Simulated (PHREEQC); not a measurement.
0.032 g of hydrous ferric oxide (600 m²/g; 0.2 weak and 0.005 strong sites per Fe, Dzombak-Morel constants, diffuse double layer) in 1 kg of water with 0.005 mol/kgw of an inert sodium salt and 0.0043 mmol/kgw NiCl2, 0.00021 mmol/kgw CuCl2 and 0.022 mmol/kgw PbCl2, at 25 °C; the pH is set by adding NaOH or the inert anion's acid. Oxygen is held at 0.21 atm. The system is closed to CO2. Precipitation was switched off in this run.

Model: ion-association model, wateq4f.dat, run in PHREEQC.

```tsv
pH	Ni sorbed (%)	Cu sorbed (%)	Pb sorbed (%)	surface charge σ (C/m²)	surface potential ψ (mV)
3	0.0	0.0	0.2	0.303	215
3.67	0.0	0.1	2.6	0.222	203
4.33	0.0	…	7.2	0.150	…
5	0.0	3.0	…	…	160
5.67	0.0	27.7	22.8	0.057	134
6.33	…	73.8	…	0.040	116
7	1.9	90.4	92.1	0.026	96
7.67	19.4	89.7	…	0.014	66
8.33	73.3	83.3	99.8	0.006	…
9	97.3	77.8	99.9	0.000	3
9.67	99.6	74.5	100.0	-0.006	-34
10.33	99.7	69.5	100.0	-0.015	-69
11	99.1	58.1	99.9	-0.032	-101
```

Q: What belongs in the gaps?

A: 
- 4.33, Cu sorbed (%): 0.3
- 4.33, surface potential ψ (mV): 184
- 5, Pb sorbed (%): 9.4
- 5, surface charge σ (C/m²): 0.093
- 6.33, Ni sorbed (%): 0.2
- 6.33, Pb sorbed (%): 62.8
- 7.67, Pb sorbed (%): 99.0
- 8.33, surface potential ψ (mV): 37

Along this series the solution becomes supersaturated in solids that the run did not let form, among them Pb(OH)2, Ni(OH)2. Complexes and solids missing from the database can't appear. The database's constant for dissolved Cu(OH)2 is higher than later reviews accept. The oxide is taken as insoluble; below pH 4 it would dissolve.
